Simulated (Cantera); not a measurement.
Charge: 1 mol C2H4, 0.078 mol O2, 16 mol H2, 0.46 mol H2O, at 2498 K and 32.0 Pa.

Method: chemical equilibrium by Gibbs-energy minimisation in Cantera with the NASA 1993 tables (ideal gas, pure condensed phases). Candidate condensed phases: C, C6H6, C7H8, C8H18, H2O; 110 gas species. Equilibrium is a limit: real reactors are often held back by kinetics, nucleation or transport.

### Question
What is the equilibrium state?

### Answer
```
Quantity                 Value
-------------------  ---------
x(H)                     0.712
x(H2)                    0.261
x(CO)                   0.0207
x(C2H2 (acetylene))    0.00280
x(C3)                  0.00151
x(C2H)                0.000546
x(C)                  0.000506
x(C2)                 0.000139
x(C4H2)                1.24e-5
n(C(graphite))        1.02 mol
gas amount           29.74 mol
```
